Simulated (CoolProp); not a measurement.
Vapour-liquid equilibrium of o-xylene (1) + n-nonane (2) at 497.1 K; x and y are mole fractions of (1).

Values from CoolProp's multi-fluid Helmholtz-energy mixture model, Zhou 2012 and Lemmon 2006; pair parameters Bell 2016.

Problem. Give the bubble pressure and the first vapour's composition at x = 0.125, 0.2, 0.8. Is there an azeotrope?

Solution. x = 0.125: 5.213 bar, y = 0.145; x = 0.2: 5.300 bar, y = 0.227; x = 0.8: 5.701 bar, y = 0.804. y crosses x between x = 0.8 and 0.875: the model has an azeotrope there.

The pair parameters rest on a limited set of measurements; away from them the model extrapolates.
